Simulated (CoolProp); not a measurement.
Vapour-liquid equilibrium of ethylene (1) + ethane (2) at 0.159 MPa; x and y are mole fractions of (1).

Values from CoolProp's multi-fluid Helmholtz-energy mixture model, Smukala 2000 and Bücker 2006; pair parameters Bell 2016.

**Question.** Give the bubble temperature and the first vapour's composition at x = 0.35, 0.5, 0.8. Is there an azeotrope?

**Answer.** x = 0.35: 185.6 K, y = 0.540; x = 0.5: 183.4 K, y = 0.679; x = 0.8: 179.6 K, y = 0.892. No azeotrope shows between x = 0.05 and 0.95.

The pair parameters rest on a limited set of measurements; away from them the model extrapolates.
